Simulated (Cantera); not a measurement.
Input: 1 mol SiCl4, 10 mol NO, at 64.0 mbar.

These are equilibrium values from Cantera (NASA tables, ideal gas, pure condensed phases), not measurements of a reactor. Candidate condensed phases: Si, SiO2, Si2N2O, Si3N4; 23 gas species. The tables hold silica as quartz up to 1696 K and as liquid above; real silica turns to tridymite and cristobalite and melts near 1996 K. The numbers say what is thermodynamically allowed, not how fast it happens.

x: gas mole fraction; n: condensed amount in mol.

```
T (K)   x N2   x O2   x Cl   x Cl2     x NO  n SiO2(β-quartz)  n SiO2(condensed)
-----  -----  -----  -----  ------  -------  ----------------  -----------------
1600   0.422  0.337  0.138   0.100      [?]             1.000                  0
1625   0.419  0.335  0.152  0.0917      [?]             1.000                  0
1650   0.416  0.332  0.167  0.0830      [?]             1.000                  0
1675   0.412  0.329  0.181  0.0744      [?]             1.000                  0
1700   0.409  0.326  0.195  0.0661      [?]                 0              1.000
1725   0.406  0.324  0.209  0.0582      [?]                 0              1.000
1750   0.403  0.321  0.221  0.0508      [?]                 0              1.000
1775   0.400  0.319  0.233  0.0440  0.00335                 0              1.000
1800   0.397  0.317  0.243  0.0379  0.00363                 0              1.000
```

Some entries are withheld; supply them.


- 1600, x NO: 0.00180
- 1625, x NO: 0.00198
- 1650, x NO: 0.00218
- 1675, x NO: 0.00238
- 1700, x NO: 0.00261
- 1725, x NO: 0.00284
- 1750, x NO: 0.00309
